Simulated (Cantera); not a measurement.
# Equilibrium for silicon carbide growth: CH₃SiCl₃ + C₃H₈ + H₂

Charge: 1 mol CH₃SiCl₃, 0.054 mol C₃H₈, 4.1 mol H₂, held at 1275 K.

Method: chemical equilibrium by Gibbs-energy minimisation in Cantera with the NASA 1993 tables (ideal gas, pure condensed phases). Candidate condensed phases: C, C₆H₆, C₇H₈, C₈H₁₈, Si, SiC; 109 gas species. The feed counts by its element totals alone. The tables' values for SiCl₃ are old estimates; treat these amounts as uncertain. Kinetics and transport are ignored.

From 1.00 mbar to 1.00 bar the condensed part is C(graphite) + SiC(s). The main Si-bearing gas is SiCl₂ at 1.00 mbar and SiCl₄ at 1.00 bar. The share of Si in condensed phases is highest at 1.00 mbar (97.9 %) and lowest at 1.00 bar (63.1 %).

| P (Pa) | x H₂ | x HCl | x SiCl₄ | x SiHCl₃ | x CH₄ | x SiCl₃ | n C(graphite) | n SiC(s) |
|---|---|---|---|---|---|---|---|---|
| 100 | 0.594 | 0.403 | 0.000625 | 3.72e-5 | 3.27e-6 | 0.000420 | 0.183 | 0.979 |
| 400 | 0.599 | 0.396 | 0.00229 | 0.000140 | 1.33e-5 | 0.000786 | 0.198 | 0.964 |
| 1600 | 0.613 | 0.376 | 0.00716 | 0.000471 | 5.57e-5 | 0.00131 | 0.238 | 0.924 |
| 6300 | 0.640 | 0.339 | 0.0169 | 0.00129 | 0.000239 | 0.00177 | 0.313 | 0.848 |
| 25000 | 0.677 | 0.286 | 0.0306 | 0.00292 | 0.00106 | 0.00195 | 0.411 | 0.743 |
| 100000 | 0.713 | 0.229 | 0.0452 | 0.00568 | 0.00471 | 0.00185 | 0.498 | 0.631 |
x: gas mole fraction; n: condensed amount in mol.
